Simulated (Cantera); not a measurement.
Charge: 1 mol N₂O, 1.4 mol H₂, held at 1602 °C and 4.70 mbar.

Equilibrium computed with Cantera from the NASA thermochemical tables; the gas is ideal and each condensed phase is pure. Candidate condensed phases: H₂O; 24 gas species. Kinetics and transport are ignored.

Base state: N₂ 0.416, H₂O 0.415, H₂ 0.165, H 0.00388, OH 0.000762, NO 3.25e-5, O₂ 1.50e-5, O 1.36e-5 (mole fractions); condensed: gas only.

**Question.** What changes in the equilibrium state with this change: temperature from 1602 °C to 1477 °C?

**Answer.** 
```csv
species,before,after
N₂,0.416,0.416
H₂O,0.415,0.416
H₂,0.165,0.166
H,0.00388,0.00138
O,1.36e-5,1.33e-6
O₂,1.50e-5,1.49e-6
NO,3.25e-5,6.75e-6
OH,0.000762,0.000203
```
